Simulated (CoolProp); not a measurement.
Properties of dimethyl ether along the isotherm 227.1 K.

Model: reference Helmholtz-energy equation of state, Wu 2011, in CoolProp.

```tsv
p (kPa)	phase	density (kg/m³)	cv (kJ/(kg K))	speed of sound (m/s)	expansivity (1/kK)	viscosity (µPa s)	fugacity coefficient
1670	liquid	765.2	1.469	1274	1.698	277	0.02247
3340	liquid	766.7	1.470	1284	1.676	281	0.01185
5000	liquid	768.2	1.471	1293	1.655	285	0.008345
6670	liquid	769.7	1.472	1303	(withheld)	290	0.006596
8340	liquid	771.1	1.473	1312	1.616	294	0.005562
10000	liquid	772.5	1.475	1321	1.598	298	(withheld)
11700	liquid	773.9	1.476	1330	1.579	302	0.004408
13300	liquid	775.2	1.477	1338	1.563	307	0.004079
15000	liquid	776.6	1.478	1347	1.546	311	0.003815
16700	liquid	778.0	1.480	1355	1.529	316	0.003614
18300	liquid	779.2	1.481	1363	1.514	320	0.003468
20000	liquid	780.6	1.482	1372	1.499	325	0.003347
21700	liquid	(withheld)	1.483	1380	1.484	330	0.003253
23300	liquid	783.1	1.484	1388	1.470	334	0.003184
25000	liquid	784.3	1.485	1396	1.456	339	0.003129
26700	liquid	785.6	1.487	1404	1.442	344	0.003089
```

Question: Some entries are withheld; supply them.

Answer: 
- 6670, expansivity (1/kK): 1.635
- 10000, fugacity coefficient: 0.004889
- 21700, density (kg/m³): 781.8

Viscosity comes from a separate model (Meng 2012).
